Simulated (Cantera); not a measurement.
An isothermal, constant-pressure homogeneous reactor starts with CH4 : N2 = 1 : 2.7 (molar parts), at 1323 K and 0.370 bar. Integrator tolerance rtol = 1e-08.

Computed with Cantera and GRI-Mech 3.0 (53 species, 325 reactions). GRI-Mech 3.0 stops at C3 and has no aromatics, soot or wall deposition, so with more carbon than oxygen in the feed, carbon stays in small species such as C2H2 where larger ones or solid carbon would form.

Q: What does this change do: temperature 1323 to 1725 K?

A: 
```
quantity                                              before                                      after
-----------------  -----------------------------------------  -----------------------------------------
x(CH4) at 10.0 s        0.246 (gas-phase equilibrium 0.0647)    0.00220 (gas-phase equilibrium 0.00160)
x(C2H2) at 10.0 s     0.00838 (gas-phase equilibrium 0.0417)       0.105 (gas-phase equilibrium 0.0554)
x(CH2) at 10.0 s   4.43e-11 (gas-phase equilibrium 2.36e-11)    1.41e-8 (gas-phase equilibrium 1.02e-8)
x(HCN) at 10.0 s     1.54e-12 (gas-phase equilibrium 0.0647)      4.35e-6 (gas-phase equilibrium 0.100)
x(CH3) at 10.0 s     1.84e-5 (gas-phase equilibrium 6.87e-6)    2.44e-5 (gas-phase equilibrium 1.77e-5)
x(C2H4) at 10.0 s    0.00120 (gas-phase equilibrium 0.00770)  0.000490 (gas-phase equilibrium 0.000259)
```
